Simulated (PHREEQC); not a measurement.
Dissolve 18 mmol/kgw HBr and 56 mmol/kgw NiCl2 at 85 °C. Closed to the air; pH follows from the charge balance.

Equilibrium calculation in PHREEQC: ion-association model, wateq4f.dat.

No solid was allowed to form.

Task: Predict the pH.

Result: pH 1.85.

Task: In which forms is Ni present?

Result: Ni+2 91 %, NiCl+ 6.4 %, NiBr+ 1.4 %, NiCl2 1.2 % of the Ni.

Away from 25 °C the constants follow the database's enthalpies or fits; those with neither stay at their 25 °C values.
